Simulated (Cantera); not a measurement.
Input (Python, Cantera) and output of one run.

```python
import numpy as np
import cantera as ct

gas_names = """
    C CH CH2 CH3 CH2OH CH3O CH4 CH3OH CO CO2 COOH C2 C2H CHCO,ketyl C2H2,acetylene C2H2,vinylidene
    CH2CO,ketene C2H3,vinyl CH3CO,acetyl C2H4 C2H4O,ethylen CH3CHO,ethanal CH3COOH (HCOOH)2 C2H5 C2H6
    CH3OCH3 C2H5OH C2O C3 C3H3,propargyl C3H4,allene C3H4,propyne C3H4,cyclo- C3H5,allyl C3H6,propylene
    C3H6,cyclo- C3H6O C3H7,n-propyl C3H7,i-propyl C3H8 C3H8O,1propanol C3H8O,2propanol C3O2 C4 C4H2
    C4H4,1,3-cyclo- C4H6,butadiene C4H6,2-butyne C4H6,cyclo- C4H8,1-butene C4H8,cis2-buten
    C4H8,tr2-butene C4H8,isobutene C4H8,cyclo- (CH3COOH)2 C4H9,n-butyl C4H9,i-butyl C4H9,s-butyl
    C4H9,t-butyl C4H10,isobutane C4H10,n-butane C5 C5H6,1,3cyclo- C5H8,cyclo- C5H10,1-pentene
    C5H10,cyclo- C5H11,pentyl C5H11,t-pentyl C5H12,n-pentane C5H12,i-pentane CH3C(CH3)2CH3 C6H2
    C6H5,phenyl C6H5O,phenoxy C6H6 C6H5OH,phenol C6H10,cyclo- C6H12,1-hexene C6H12,cyclo- C6H13,n-hexyl
    C7H7,benzyl C7H8 C7H8O,cresol C7H14,1-heptene C7H15,n-heptyl C7H16,n-heptane C8H8,styrene
    C8H10,ethylbenz C8H16,1-octene C8H17,n-octyl C8H18,isooctane C8H18,n-octane C9H19,n-nonyl
    C10H8,naphthale C10H21,n-decyl C12H9,o-bipheny C12H10,bipheny H HCO HO2 H2 HCHO,formaldehy HCOOH H2O
    H2O2 O OH O2 O3 Si SiC SiC2 SiC4H12 SiH SiH2 SiH3 SiH4 SiO SiO2 Si2 Si2C Si3
""".split()
cond_names = """
    C(gr) C6H6(L) C7H8(L) C8H18(L),n-octa H2O(s) H2O(L) Si(cr) Si(L) SiC(b) SiO2(Lqz) SiO2(hqz) SiO2(L)
""".split()


def load(file, names, dense=False):
    # The tables refer to 1 bar. Condensed volumes are neglected.
    table = {s.name: s for s in ct.Species.list_from_file(file)}
    out = []
    for n in names:
        d = dict(table[n].input_data)
        d["thermo"] = dict(d["thermo"], **{"reference-pressure": 1e5})
        if dense:
            d["equation-of-state"] = {"model": "constant-volume", "density": "1e6 g/cm^3"}
        out.append(ct.Species.from_dict(d))
    return out


gas = ct.Solution(thermo="ideal-gas", species=load("nasa_gas.yaml", gas_names))
cond = {s.name: ct.Solution(thermo="fixed-stoichiometry", species=[s], name=s.name)
        for s in load("nasa_condensed.yaml", cond_names, dense=True)}
atoms = {
    'HMDSO': {'Si': 2, 'C': 6, 'H': 18, 'O': 1},
    'CO2': {'C': 1, 'O': 2},
}
top_T = {'C(gr)': 4500, 'SiC(b)': 3050}  # K; cautious upper limits of use, not melting points


def equilibrate(T, P, feed):
    n = {}
    for name, mol in feed.items():
        for a, k in atoms[name].items():
            n[a] = n.get(a, 0.0) + k * mol
    gas.TPX = T, P, n
    mass = sum(n.values()) * gas.mean_molecular_weight
    gas.equilibrate("TP")
    valid = [c for c in cond.values() if c.min_temp <= T <= top_T.get(c.name, c.max_temp)]
    mix = ct.Mixture([(gas, mass / gas.mean_molecular_weight)] + [(c, 0.0) for c in valid])
    mix.T, mix.P = T, P
    mix.equilibrate("TP", solver="vcs", rtol=1e-11, max_steps=5000)
    return mix


results = []
T = 1098  # K
P = 2000  # Pa
for m in [3.3, 3.9, 4.6, 5.4, 6.3, 7.3, 8.6, 10, 12, 14, 16, 19, 22]:
    feed = {'HMDSO': 1, 'CO2': m}  # mol
    mix = equilibrate(T, P, feed)
    results.append((T, P, feed, dict(zip(mix.species_names, mix.species_moles))))

top = {s: max(r[3][s] / sum(r[3][g] for g in gas_names) for r in results) for s in gas_names}
cols = sorted((s for s in top if top[s] > 1e-05), key=lambda s: -top[s])[:8]
seen = [c for c in cond_names if any(r[3].get(c, 0) > 1e-12 for r in results)]
print("log10 of partial pressures in bar; condensed amounts in mol")
print(f"{'n(CO2)':>10s}" + "".join(f"{s[:9]:>10s}" for s in cols + seen))
for T, P, feed, n in results:
    ng = sum(n[g] for g in gas_names)
    print(f"{feed['CO2']:10.4g}" + "".join(f"{np.log10(max(n[s] / ng * P / 1e5, 1e-99)):10.3f}" for s in cols)
          + "".join(f"{n.get(c, 0):10.4g}" for c in seen))
```

Result:

```
log10 of partial pressures in bar; condensed amounts in mol
    n(CO2)        H2        CO       CO2       H2O       CH4     C(gr) SiO2(hqz)
       3.3    -1.845    -2.244    -5.527    -5.126    -5.128     5.702         2
       3.9    -1.885    -2.158    -5.356    -5.080    -5.207     5.104         2
       4.6    -1.927    -2.089    -5.218    -5.053    -5.291     4.407         2
       5.4    -1.970    -2.033    -5.105    -5.040    -5.378     3.611         2
       6.3    -2.014    -1.987    -5.013    -5.038    -5.466     2.714         2
       7.3    -2.059    -1.949    -4.938    -5.045    -5.555     1.718         2
       8.6    -2.110    -1.913    -4.865    -5.060    -5.658    0.4233         2
        10    -2.160    -1.910    -3.292    -3.539    -7.327         0         2
        12    -2.227    -1.926    -2.830    -3.129    -7.954         0         2
        14    -2.290    -1.942    -2.625    -2.969    -8.316         0         2
        16    -2.348    -1.959    -2.495    -2.881    -8.595         0         2
        19    -2.428    -1.984    -2.365    -2.806    -8.936         0         2
        22    -2.502    -2.008    -2.275    -2.766    -9.221         0         2
```

Method: chemical equilibrium by Gibbs-energy minimisation in Cantera with the NASA 1993 tables (ideal gas, pure condensed phases). The feed counts by its element totals alone.
